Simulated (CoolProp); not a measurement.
Toluene at several states: fugacity coefficient from the reference equation and from simpler models built on Tc = 591.7 K, pc = 4.126 MPa, ω = 0.266; each cubic takes its own stable root.

The numbers come from the reference Helmholtz-energy equation of state, Lemmon 2006 in CoolProp. It is a short technical equation, of lower accuracy than the large ones.

```json
[
 {"T (K)": "585.3", "p (MPa)": "0.09", "phase": "gas", "reference": "0.9917", "van der Waals": "0.9934", "Redlich-Kwong": "0.9923", "Soave-Redlich-Kwong": "0.9923", "Peng-Robinson": "0.9915"},
 {"T (K)": "478.1", "p (MPa)": "7.69", "phase": "liquid", "reference": "[?]", "van der Waals": "[?]", "Redlich-Kwong": "0.1545", "Soave-Redlich-Kwong": "0.1219", "Peng-Robinson": "[?]"},
 {"T (K)": "224.5", "p (MPa)": "0.277", "phase": "liquid", "reference": "6.691e-5", "van der Waals": "0.04970", "Redlich-Kwong": "0.0002858", "Soave-Redlich-Kwong": "6.724e-5", "Peng-Robinson": "[?]"}
]
```

### Question
Fill in the missing entries.

### Answer

- 478.1, reference: 0.1147
- 478.1, van der Waals: 0.2414
- 478.1, Peng-Robinson: 0.1159
- 224.5, Peng-Robinson: 8.405e-5
